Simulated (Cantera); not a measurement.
What does this Cantera script print?

```python
import numpy as np
import cantera as ct

gas_names = """
    B BF BF2 BF3 BN B2 F F2 N NF NF2 NF3 N2
""".split()
cond_names = """
    B(b) B(L) BN(s)
""".split()


# ... load() reads the species with a 1 bar reference pressure and builds the phases ...
atoms = {
    'BN': {'B': 1, 'N': 1},
    'NF3': {'N': 1, 'F': 3},
    'N2': {'N': 2},
}
top_T = {'BN(s)': 3200}  # K; cautious upper limits of use, not melting points


# ... equilibrate(T, P, feed) seeds the gas with the atoms and calls Mixture.equilibrate('TP', solver="vcs", rtol=1e-11, max_steps=5000) ...
results = []
feed = {'BN': 1, 'NF3': 6.6, 'N2': 1.2}  # mol
T = 725  # K
for P in [1, 4.2, 18, 75, 320, 1300, 5600, 24000, 100000]:
    mix = equilibrate(T, P, feed)
    results.append((T, P, feed, dict(zip(mix.species_names, mix.species_moles))))

top = {s: max(r[3][s] / sum(r[3][g] for g in gas_names) for r in results) for s in gas_names}
cols = sorted((s for s in top if top[s] > 1e-06), key=lambda s: -top[s])[:5]
seen = [c for c in cond_names if any(r[3].get(c, 0) > 1e-12 for r in results)]
print("log10 of partial pressures in bar; condensed amounts in mol")
print(f"{'P/Pa':>10s}" + "".join(f"{s[:9]:>10s}" for s in cols + seen))
for T, P, feed, n in results:
    ng = sum(n[g] for g in gas_names)
    print(f"{P:10.4g}" + "".join(f"{np.log10(max(n[s] / ng * P / 1e5, 1e-99)):10.3f}" for s in cols)
          + "".join(f"{n.get(c, 0):10.4g}" for c in seen))
```

Result:

```
log10 of partial pressures in bar; condensed amounts in mol
      P/Pa       NF3        F2         F        N2       BF3
         1    -8.924    -5.559    -5.411    -5.553    -6.252
       4.2    -7.413    -4.773    -5.018    -4.889    -5.587
        18    -6.017    -4.061    -4.662    -4.232    -4.928
        75    -4.733    -3.415    -4.339    -3.603    -4.286
       320    -3.525    -2.818    -4.041    -2.979    -3.620
      1300    -2.510    -2.335    -3.799    -2.396    -2.954
      5600    -1.635    -1.950    -3.607    -1.800    -2.260
   2.4e+04    -0.892    -1.656    -3.460    -1.196    -1.592
     1e+05    -0.226    -1.414    -3.339    -0.591    -0.956
```

Equilibrium computed with Cantera from the NASA thermochemical tables; the gas is ideal and each condensed phase is pure.
